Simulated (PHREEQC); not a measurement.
Solution (80 °C): 0.26 mol HF and 0.0071 mol NH4HF2 per kg of water. Closed to the air; pH follows from the charge balance.

Model: ion-association model, wateq4f.dat, run in PHREEQC.

| quantity | before | after |
|---|---|---|
| pH | 2.13 | 2.40 |
| ionic strength (mol/kgw) | 0.0154 | 0.0116 |
| HF (mol/kgw) | 0.222 | 0.120 |
| H2F2 (mol/kgw) | 0.0147 | 0.00430 |
| F- (mol/kgw) | 0.00787 | 0.00764 |
| HF2- (mol/kgw) | 0.00751 | 0.00394 |

Q: Name the change that produced these shifts.
A. HF from 0.26 to 0.13 mol/kgw
B. temperature from 80 to 90 °C
C. NH4HF2 from 0.0071 to 0.00355 mol/kgw
D. diluted 100-fold with water
E. HF replaced by KHF2 at the same molality

A: A, HF from 0.26 to 0.13 mol/kgw

This is a speciation only: nothing precipitates in the calculation. wateq4f.dat counts part of the HF as a dimer, H2F2, which phreeqc.dat doesn't know; its constant is uncertain. Away from 25 °C the constants follow the database's enthalpies or fits; those with neither stay at their 25 °C values.
